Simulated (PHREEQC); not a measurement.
A PHREEQC input (ion-association model, wateq4f.dat):

```
SOLUTION 1
  temp 25
  units ug/L
  pH 6.51
  pe 9.6
  Na 3.35
  K 0.176
  Ca 4.28
  Mg 0.874
  Cl 1.8
  S(6) 0.0212 as SO4
  Alkalinity 22.1 as HCO3
  Ba 0.204
  Cd 0.0426
  Br 0.0404
  Sr 0.0919
  Ni 0.00302
END
USE solution 1
EQUILIBRIUM_PHASES 1
  Quartz 0 0.5
  CO2(g) -2 10
END
```

The run finishes without an error or a warning.

Its last state differs from that of the intended input:

```csv
quantity,as run,intended
pH,4.92,6.37
ionic strength (mol/kgw),1.27e-5,0.000573
HCO3- (mol/kgw),1.25e-5,0.000362
CaHCO3+ (mol/kgw),1.68e-11,4.41e-7
CO3-2 (mol/kgw),4.91e-11,4.28e-8
H3SiO4- (mol/kgw),1.28e-9,3.69e-8
SI of Quartz (SiO2),+0.00,-0.00
```

### Question
One thing in the input isn't as intended. What explains the difference?

### Answer
One answer among several that fit: The fault: the units line changed with the numbers kept. The line should read `units mg/L` where the input has `units ug/L`.
